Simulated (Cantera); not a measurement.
A perfectly stirred reactor is fed with 47.6 % C₂H₆, 52.4 % N₂, at 0.320 bar; it is held at 1775 K, and followed from long to short residence time.

Detailed kinetics in Cantera: GRI-Mech 3.0 (53 species, 325 reactions). GRI-Mech 3.0 stops at C3 and has no aromatics, soot or wall deposition, so with more carbon than oxygen in the feed, carbon stays in small species such as C2H2 where larger ones or solid carbon would form.

One state of this run: x C₂H₆ = 4.28e-6; x CH₂ = 1.45e-7; x C₂H₂ = 0.240; x HCN = 9.02e-6; x H₂ = 0.476; x C₂H₄ = 0.00104. x: mole fraction; the columns are a selection and need not sum to one.

**Question.** Which value of τ (s) does it belong to?
A. 0.57
B. 3.0
C. 0.11
D. 0.00074

**Answer.** B, 3.0
